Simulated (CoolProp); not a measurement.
Vapour-liquid equilibrium of R1234yf (1) + R152A (2) at 232.1 K; x and y are mole fractions of (1).

Computed with CoolProp (multi-fluid Helmholtz-energy mixture model, Lemmon 2022 and Outcalt 1996; pair parameters Bell 2023).

| x | bubble pressure, mixture model (MPa) | bubble pressure, Raoult's law (MPa) | y, mixture model | y, Raoult's law |
|---|---|---|---|---|
| 0.05 | [?] | 0.04543 | 0.089 | 0.065 |
| 0.15 | 0.04999 | 0.04686 | 0.229 | 0.189 |
| 0.25 | 0.05243 | 0.04830 | [?] | 0.306 |
| 0.35 | 0.05430 | 0.04974 | [?] | 0.416 |
| 0.45 | 0.05576 | 0.05117 | 0.517 | 0.520 |
| 0.55 | 0.05689 | 0.05261 | [?] | 0.618 |
| 0.65 | 0.05774 | 0.05405 | [?] | 0.710 |
| 0.75 | 0.05837 | 0.05549 | 0.767 | 0.799 |
| 0.85 | 0.05878 | 0.05692 | 0.857 | 0.882 |
| 0.95 | 0.05902 | 0.05836 | 0.951 | 0.962 |

Some entries are withheld; supply them.


- 0.05, bubble pressure, mixture model (MPa): 0.04674
- 0.25, y, mixture model: 0.338
- 0.35, y, mixture model: 0.432
- 0.55, y, mixture model: 0.599
- 0.65, y, mixture model: 0.682

The largest gap from Raoult's law is +9.2 % in bubble pressure, at x = 0.35. No azeotrope shows between x = 0.05 and 0.95.

Pair parameters are fitted to limited data, so mixtures are less certain than the pure fluids.
